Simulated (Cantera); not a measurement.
A perfectly stirred reactor is fed with 10.4 % CH4, 18.8 % O2, 70.8 % N2, equivalence ratio 1.1, at 56000 Pa; it is adiabatic with a 723 K inlet, and is followed from long to short residence time, starting on the burning branch (τ in s: 0.022, 0.0093, 0.004, 0.0017, 0.00073, 0.00031, 0.00013, 5.7e-05, 2.4e-05).

Cantera simulation using GRI-Mech 3.0 (53 species, 325 reactions); the numbers are that mechanism's predictions, not measurements.

### Question
Predict: blow-out, bracketed by the residence times tried; x(CH4) at τ = 22.0 ms; x(O2) at τ = 22.0 ms; x(CO) at τ = 22.0 ms; x(NO) at τ = 22.0 ms; x(CH4) at τ = 0.730 ms; x(O2) at τ = 0.730 ms; x(CO) at τ = 0.730 ms; x(NO) at τ = 0.730 ms; x(C2H) at τ = 0.730 ms.

### Answer
- blow-out, bracketed by the residence times tried: burning at 57.0 µs, out at 24.0 µs
- x(CH4) at τ = 22.0 ms: 9.10e-6
- x(O2) at τ = 22.0 ms: 0.00593
- x(CO) at τ = 22.0 ms: 0.0355
- x(NO) at τ = 22.0 ms: 0.00127
- x(CH4) at τ = 0.730 ms: 0.000137
- x(O2) at τ = 0.730 ms: 0.0144
- x(CO) at τ = 0.730 ms: 0.0438
- x(NO) at τ = 0.730 ms: 0.000203
- x(C2H) at τ = 0.730 ms: 2.38e-9
